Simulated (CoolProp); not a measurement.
Saturated liquid density (kg/m³) of fluorine: the reference equation beside estimates from Tc = -128.7 °C, pc = 5240 kPa, ω = 0.045.

Computed with CoolProp (reference Helmholtz-energy equation of state, de Reuck 1990).

```csv
T (°C),reference,van der Waals,Redlich-Kwong,Soave-Redlich-Kwong,Peng-Robinson
-180.55,1447,[?],1453,1445,1634
-176.85,1419,972.9,1419,1413,1598
-173.15,1390,[?],1383,1378,1560
-169.35,1359,930.6,1344,1341,1519
-165.65,1327,[?],1304,1302,1476
-161.95,1294,884.3,1261,1261,1429
-158.15,1258,858.3,1214,1215,1378
-154.45,1221,831.2,1165,[?],1324
-150.75,1181,801.9,1113,1116,1264
-147.05,1137,770.0,1055,[?],1199
-143.25,1086,733.5,989.9,994.7,1124
-139.55,1029,693.0,917.9,922.9,1040
-135.85,957.6,644.8,833.3,837.9,939.7
-132.05,[?],579.4,721.0,724.6,805.8
```

Q: What belongs in the gaps?

A: 
- -180.55, van der Waals: 992.4
- -173.15, van der Waals: 952.6
- -165.65, van der Waals: 908.1
- -154.45, Soave-Redlich-Kwong: 1168
- -147.05, Soave-Redlich-Kwong: 1059
- -132.05, reference: 855.7

Absolute difference from the reference over all 14 rows, mean and median: van der Waals 31.9 and 31.8 %, Redlich-Kwong 5.4 and 4.0 %, Soave-Redlich-Kwong 5.3 and 3.9 %, Peng-Robinson 8.1 and 9.0 %.
